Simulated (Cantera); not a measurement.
Mixture: 5.28 % CH₄, 5.80 % H₂, 18.2 % O₂, 68.6 % N₂, 2.11 % CO₂, at 1.00 bar, adiabatic and at constant pressure. Ignition delay is the time to a rise of 400 K.

Detailed kinetics in Cantera: GRI-Mech 3.0 (53 species, 325 reactions).

Q: Predict: delay at 1100 K; delay at 1175 K; delay at 1250 K; delay at 1325 K; delay at 1400 K; delay at 1475 K; delay at 1550 K; apparent activation energy between 1400 and 1550 K.

A: delay at 1100 K: 1.75 ms
delay at 1175 K: 0.862 ms
delay at 1250 K: 0.466 ms
delay at 1325 K: 0.272 ms
delay at 1400 K: 0.170 ms
delay at 1475 K: 0.113 ms
delay at 1550 K: 78.8 µs
apparent activation energy between 1400 and 1550 K: 93 kJ/mol
